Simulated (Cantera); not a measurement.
Input: 1 mol MgO, 6.3 mol NF3, 13 mol H2, at 1748.15 K and 6.20 Pa.

Method: chemical equilibrium by Gibbs-energy minimisation in Cantera with the NASA 1993 tables (ideal gas, pure condensed phases). Rates play no part.

```tsv
species	before	after
HF	0.667	0.696
N2	0.121	0.146
F	7.03e-6	0.0881
H2	0.124	<1e-9
H2O	0.0383	3.07e-8
O2	1.66e-6	0.0222
H	0.0102	8.51e-7
MgF2	0.0291	0.0464
Mg	0.00666	<1e-9
MgF	0.00275	3.50e-7
NO	3.83e-6	0.000485
O	1.20e-5	0.00139
OH	0.000185	1.78e-6
```
Gas species are given as mole fractions.

**Question.** Which change was made?
A. H2 from 13 to 7.5 mol
B. temperature from 1748.15 K to 1375 K
C. NF3 from 6.3 to 1.1 mol
D. temperature from 1748.15 K to 1373 K

**Answer.** A, H2 from 13 to 7.5 mol
